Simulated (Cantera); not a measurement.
A freely propagating, adiabatic, planar premixed flame of H2 : O2 : N2 = 1 : 0.704 : 2.65 (molar parts), unburnt at 500 K and 1.01 bar; mixture-averaged transport, grid criteria slope 0.08 and curve 0.16, no radiation.

Cantera simulation using the H2/O2 subset of GRI-Mech 3.0, which has no nitrogen chemistry; the numbers are that mechanism's predictions, not measurements. Burning velocities carry a grid error of a few per cent, more on coarse grids.

Question: What does this change do: H2 1 to 1.3 parts?

Answer: 
| quantity | before | after |
|---|---|---|
| laminar burning velocity | 362 cm/s | 499 cm/s |
| thermal thickness | 0.400 mm | 0.425 mm |
| peak x(OH) | 0.0136 | 0.0174 |
| peak x(O) | 0.0117 | 0.0127 |
| peak x(H) | 0.0266 | 0.0471 |
